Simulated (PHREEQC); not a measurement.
Make-up at 5 °C: 0.0076 mol/kgw HNO3, 0.00031 mol/kgw FeCl3 and 0.0015 mol/kgw MgCl2. Closed to the air; pH follows from the charge balance.

All values are PHREEQC results (ion-association model, phreeqc.dat), not measurements.

No solid was allowed to form.

Question: Predict the pH.

Answer: pH 2.16.

Question: In which forms is Fe present?

Answer: Fe+3 83 %, FeOH+2 14 %, FeCl+2 2.8 % of the Fe.

Saturation is exceeded, for instance for Hematite (slow to form), Goethite (slow to form); the values hold only as long as no solid forms. Complexes and solids missing from the database can't appear. Constants without temperature data keep their 25 °C values here.
